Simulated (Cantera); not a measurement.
A closed system holds: 1 mol SiCl4, 40 mol N2, 66 mol H2, held at 1.33 mbar.

Equilibrium computed with Cantera from the NASA thermochemical tables; the gas is ideal and each condensed phase is pure. Candidate condensed phases: NH4Cl, Si, Si3N4; 28 gas species. The tables' values for SiCl, SiN are old estimates; treat these amounts as uncertain. Gases not in the tables: Si2H6 and higher silanes. Kinetics and transport are ignored. All values below are at 1777 °C.

Base state: H2 0.552, N2 0.358, H 0.0462, HCl 0.0324, Si 0.00787, Cl 0.00200, SiCl2 0.000583, SiCl 0.000294 (mole fractions); condensed: gas only.

**Question.** What changes in the equilibrium state with this change: pressure from 1.33 mbar to 66.0 mbar?

**Answer.** 
```
species       before     after
----------  --------  --------
H2             0.552     0.590
N2             0.358     0.368
HCl           0.0324    0.0296
H             0.0462   0.00678
SiCl2       0.000583   0.00336
Cl           0.00200  0.000252
SiH2         1.05e-5   8.26e-5
Si2N         6.78e-6   5.31e-5
Si(l), mol         0     0.434
```

**Question.** What changes in the equilibrium state with this change: SiCl4 replaced by SiH4?

**Answer.** 
```csv
species,before,after
H2,0.552,0.585
N2,0.358,0.358
H,0.0462,0.0475
HCl,0.0324,0
Cl,0.00200,0
Si,0.00787,0.00871
SiCl2,0.000583,0
SiCl,0.000294,0
```
The tables' values for SiN are old estimates; treat these amounts as uncertain.
